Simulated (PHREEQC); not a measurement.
Model water analysis in mg/kgw, 25 °C, pH 6.25, pe 8.7:

```csv
constituent,mg/kgw
Na,2760
K,438
Ca,1280
Mg,268
Cl,7430
S(6) as SO4,559
Alkalinity as HCO3,0.366
F,5.7
N(5) as NO3,83.3
Zn,1.75
```

Valence states are taken as typed.

The numbers come from PHREEQC with the ion-association model, phreeqc.dat.

```csv
quantity,before,after
SO4-2 (mol/kgw),0.00326,0.00284
CaSO4 (mol/kgw),0.00133,0.00201
MgSO4 (mol/kgw),0.000640,0.000492
NaSO4- (mol/kgw),0.000522,0.000422
F- (mol/kgw),0.000241,0.000242
SI of Gypsum (CaSO4:2H2O),-0.53,-0.34
```

Problem. Which change was made?
(A) pH from 6.25 to 7.25 at the same alkalinity
(B) Ca from 1280 to 2560 mg/kgw
(C) pH from 6.25 to 5.75 at the same alkalinity

Solution. B, Ca from 1280 to 2560 mg/kgw

Precipitation was switched off in this run. Some of these states are supersaturated (in Fluorite, for instance).
